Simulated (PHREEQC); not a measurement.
Brine: speciation

Consider water at 20 °C with 4.9 mol/kgw NaOH and 0.085 mol/kgw Na2SO4. Closed to the air; pH follows from the charge balance.

Model: Pitzer model, pitzer.dat, run in PHREEQC.

Each row changes one thing in this solution. Precipitation was switched off in this run.

| case | pH | SI of Mirabilite (Na2SO4:10H2O) | SI of Thenardite (Na2SO4) |
|---|---|---|---|
| as made | 15.08 | -1.12 | -1.27 |
| diluted 2-fold with water | 14.49 | -1.35 | -2.13 |
| diluted 5-fold with water | 14.00 | -1.95 | -2.99 |
| NaOH left out | 7.30 | -2.15 | -3.32 |
| Na2SO4 from 0.085 to 0.17 mol/kgw | 15.09 | -0.82 | -0.96 |

Species that the database lacks are ignored. In brines, pH and single-ion activities rest on the MacInnes convention.
